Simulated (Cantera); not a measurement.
Feed: 1 mol SiO₂, 15 mol H₂, at 3300 Pa.

Method: chemical equilibrium by Gibbs-energy minimisation in Cantera with the NASA 1993 tables (ideal gas, pure condensed phases). Candidate condensed phases: H₂O, Si, SiO₂; 18 gas species. The tables hold silica as quartz up to 1696 K and as liquid above; real silica turns to tridymite and cristobalite and melts near 1996 K. The numbers say what is thermodynamically allowed, not how fast it happens.

**Question.** What share of the Si ends up in condensed phases as a function of T (K), at 1448, 1523, 1598, 1673, 1748, 1823, 1898, 1973, 2048?

**Answer.** 
| T (K) | Si condensed (%) | as |
|---|---|---|
| 1448 | 99.8 | SiO₂(β-quartz) |
| 1523 | 99.5 | SiO₂(β-quartz) |
| 1598 | 98.7 | SiO₂(β-quartz) |
| 1673 | 96.8 | SiO₂(β-quartz) |
| 1748 | 92.8 | SiO₂(condensed) |
| 1823 | 84.7 | SiO₂(condensed) |
| 1898 | 69.8 | SiO₂(condensed) |
| 1973 | 43.4 | SiO₂(condensed) |
| 2048 | 0.0 | - |
